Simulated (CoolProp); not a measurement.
Vapour-liquid equilibrium of propane (1) + n-butane (2) at 671 kPa; x and y are mole fractions of (1).

Values from CoolProp's multi-fluid Helmholtz-energy mixture model, Lemmon 2009 and Bücker 2006; pair parameters Kunz 2012.

Give the bubble temperature and the first vapour's composition at x = 0.2, 0.35, 0.5. Is there an azeotrope?

x = 0.2: 320.8 K, y = 0.410; x = 0.35: 311.8 K, y = 0.613; x = 0.5: 304.0 K, y = 0.755. No azeotrope shows between x = 0.05 and 0.95.

The pair parameters rest on a limited set of measurements; away from them the model extrapolates.
